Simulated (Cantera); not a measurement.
What does this Cantera script print?

```python
import numpy as np
import cantera as ct

gas_names = """
    B BCL BCL2 BCL3 BH BH2 BH3 BO BOCL BO2 B2 B2O B2O2 B2O3 B3O3CL3 B3O3H3 CL CLO CL2 H HBO HBO2 HCL
    HOCL HO2 H2 H2O H2O2 H3B3O6 O OH O2 O3
""".split()
cond_names = """
    B(b) B(L) B2O3(L) B3O3H3(cr) H2O(s) H2O(L)
""".split()


# ... load() reads the species with a 1 bar reference pressure and builds the phases ...
atoms = {
    'BCl3': {'B': 1, 'CL': 3},
    'H2O': {'H': 2, 'O': 1},
    'H2': {'H': 2},
}
top_T = {}  # K; cautious upper limits of use, not melting points


# ... equilibrate(T, P, feed) seeds the gas with the atoms and calls Mixture.equilibrate('TP', solver="vcs", rtol=1e-11, max_steps=5000) ...
results = []
T = 1973  # K
P = 66000  # Pa
for m in [0.31, 0.48, 0.76, 1.2, 1.9, 3, 4.7, 7.4, 12, 18, 29]:
    feed = {'BCl3': 1, 'H2O': 8.6, 'H2': m}  # mol
    mix = equilibrate(T, P, feed)
    results.append((T, P, feed, dict(zip(mix.species_names, mix.species_moles))))

top = {s: max(r[3][s] / sum(r[3][g] for g in gas_names) for r in results) for s in gas_names}
cols = sorted((s for s in top if top[s] > 0.001), key=lambda s: -top[s])[:5]
seen = [c for c in cond_names if any(r[3].get(c, 0) > 1e-12 for r in results)]
print("log10 of partial pressures in bar; condensed amounts in mol")
print(f"{'n(H2)':>10s}" + "".join(f"{s[:9]:>10s}" for s in cols + seen))
for T, P, feed, n in results:
    ng = sum(n[g] for g in gas_names)
    print(f"{feed['H2']:10.4g}" + "".join(f"{np.log10(max(n[s] / ng * P / 1e5, 1e-99)):10.3f}" for s in cols)
          + "".join(f"{n.get(c, 0):10.4g}" for c in seen))
```

It prints:

```
log10 of partial pressures in bar; condensed amounts in mol
     n(H2)        H2       H2O       HCL      HBO2        CL
      0.31    -1.709    -0.399    -0.745    -1.233    -2.887
      0.48    -1.536    -0.405    -0.751    -1.240    -2.980
      0.76    -1.352    -0.416    -0.762    -1.250    -3.082
       1.2    -1.172    -0.432    -0.778    -1.267    -3.188
       1.9    -0.999    -0.457    -0.802    -1.292    -3.299
         3    -0.838    -0.494    -0.839    -1.329    -3.416
       4.7    -0.694    -0.545    -0.890    -1.381    -3.539
       7.4    -0.567    -0.615    -0.960    -1.452    -3.673
        12    -0.456    -0.714    -1.059    -1.552    -3.827
        18    -0.383    -0.816    -1.161    -1.656    -3.966
        29    -0.317    -0.957    -1.302    -1.801    -4.140
```

Cantera equilibrium calculation (NASA polynomials, part measured and part estimated; ideal gas, pure solids and liquids). The tables' values for BOCl are old estimates; treat these amounts as uncertain.
